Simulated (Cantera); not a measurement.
A Cantera script and its output.

```python
import numpy as np
import cantera as ct

gas = ct.Solution("gri30.yaml")


def delay(T, t_max=10):
    gas.TPX = T, 1600000, {'CH4': 1, 'O2': 2.27, 'N2': 13.6}
    reactor = ct.IdealGasReactor(gas, clone=False)
    net = ct.ReactorNet([reactor])
    net.rtol, net.atol = 1e-8, 1e-16
    while net.time < t_max:
        t_old, T_old = net.time, reactor.T
        net.step()
        if reactor.T > T + 400:  # ignition: a rise of 400 K
            return t_old + (T + 400 - T_old) / (reactor.T - T_old) * (net.time - t_old)
    return np.nan


taus = []
for T in [1125, 1200, 1275, 1350, 1425, 1500, 1575, 1650, 1725]:
    taus.append(delay(T))
    print(f"T0 = {T:6g} K   tau = {taus[-1]:.4e} s")
```

Result:

```
T0 =   1125 K   tau = 9.9989e-03 s
T0 =   1200 K   tau = 3.8688e-03 s
T0 =   1275 K   tau = 1.6373e-03 s
T0 =   1350 K   tau = 7.3752e-04 s
T0 =   1425 K   tau = 3.4833e-04 s
T0 =   1500 K   tau = 1.7095e-04 s
T0 =   1575 K   tau = 8.6824e-05 s
T0 =   1650 K   tau = 4.5703e-05 s
T0 =   1725 K   tau = 2.5053e-05 s
```

Cantera simulation using GRI-Mech 3.0 (53 species, 325 reactions); the numbers are that mechanism's predictions, not measurements. The pressure lies above the range GRI-Mech 3.0 was tuned for (to about 10 atm).
